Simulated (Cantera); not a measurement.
## Adiabatic ignition

An adiabatic, constant-pressure homogeneous reactor starts with 2.85 % CH4, 20.4 % O2, 76.8 % N2, equivalence ratio 0.28, at 1448 K and 72000 Pa.

Model: GRI-Mech 3.0 (53 species, 325 reactions), integrated in Cantera.

| t (s) | T (K) | x CH4 | x O2 | x HCN | x NO | x H2O2 |
|---|---|---|---|---|---|---|
| 4.00e-6 | 1448 | 0.0285 | 0.204 | <1e-12 | <1e-12 | 6.43e-11 |
| 1.09e-5 | 1448 | 0.0285 | 0.204 | <1e-12 | <1e-12 | 4.10e-10 |
| 2.97e-5 | 1448 | 0.0285 | 0.204 | <1e-12 | <1e-12 | 2.13e-9 |
| 8.10e-5 | 1448 | 0.0285 | 0.204 | <1e-12 | <1e-12 | 8.07e-9 |
| 0.000221 | 1448 | 0.0285 | 0.204 | <1e-12 | <1e-12 | 2.36e-8 |
| 0.000602 | 1448 | 0.0284 | 0.204 | <1e-12 | <1e-12 | 5.88e-8 |
| 0.00164 | 1538 | 0.0170 | 0.191 | 5.78e-10 | 5.78e-10 | 1.56e-5 |
| 0.00447 | 2048 | <1e-12 | 0.146 | <1e-12 | 3.53e-5 | 3.96e-8 |
| 0.0122 | 2051 | <1e-12 | 0.146 | <1e-12 | 6.05e-5 | 3.98e-8 |
| 0.0332 | 2051 | <1e-12 | 0.146 | <1e-12 | 0.000126 | 3.98e-8 |
| 0.0906 | 2051 | <1e-12 | 0.146 | <1e-12 | 0.000303 | 3.97e-8 |
| 0.247 | 2050 | <1e-12 | 0.146 | <1e-12 | 0.000771 | 3.95e-8 |
| 0.673 | 2047 | <1e-12 | 0.145 | <1e-12 | 0.00193 | 3.91e-8 |
| 1.83 | 2042 | <1e-12 | 0.144 | <1e-12 | 0.00421 | 3.84e-8 |
| 5.00 | 2037 | <1e-12 | 0.143 | <1e-12 | 0.00644 | 3.77e-8 |
x: mole fraction; the columns are a selection and need not sum to one.

- time of steepest temperature rise: 1.70 ms
- temperature at 5.00 s: 2037 K
- equilibrium temperature: 2036 K
- x(CH4) at 5.00 s: <1e-12 (gas-phase equilibrium <1e-12)
- x(O2) at 5.00 s: 0.143 (gas-phase equilibrium 0.143)
- x(HCN) at 5.00 s: <1e-12 (gas-phase equilibrium <1e-12)
